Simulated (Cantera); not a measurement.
Mixture: CH₄ : O₂ : N₂ = 1 : 1.54 : 5.78 (molar parts), equivalence ratio 1.3, at 9.87 atm, adiabatic and at constant volume. Ignition delay is the time to a rise of 400 K.

Model: GRI-Mech 3.0 (53 species, 325 reactions), integrated in Cantera.

Q: What does this change do: 0.67 parts CO2 added?

A: 
```json
[
 {"quantity": "delay at 1100 K", "before": "19.1 ms", "after": "20.9 ms"},
 {"quantity": "delay at 1175 K", "before": "7.02 ms", "after": "7.74 ms"},
 {"quantity": "delay at 1250 K", "before": "2.79 ms", "after": "3.12 ms"},
 {"quantity": "delay at 1325 K", "before": "1.18 ms", "after": "1.33 ms"},
 {"quantity": "delay at 1400 K", "before": "0.527 ms", "after": "0.601 ms"},
 {"quantity": "delay at 1475 K", "before": "0.246 ms", "after": "0.282 ms"},
 {"quantity": "apparent activation energy between 1325 and 1475 K", "before": "170 kJ/mol", "after": "170 kJ/mol"}
]
```
